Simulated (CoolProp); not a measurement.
Model: reference Helmholtz-energy equation of state, Younglove 1994, in CoolProp. It is a modified Benedict-Webb-Rubin equation, recast in Helmholtz form.

**Question.** For R123, give the phase and the cp (kJ/(kg K)), cv (kJ/(kg K)), viscosity (µPa s) at 500 K and 0.501 bar; 500 K and 1.03 bar.

**Answer.** 
- 500 K and 0.501 bar: gas; cp 0.868, cv 0.813, viscosity 17.2
- 500 K and 1.03 bar: gas; cp 0.870, cv 0.813, viscosity 17.2

Viscosity comes from a separate model (Tanaka 1996).
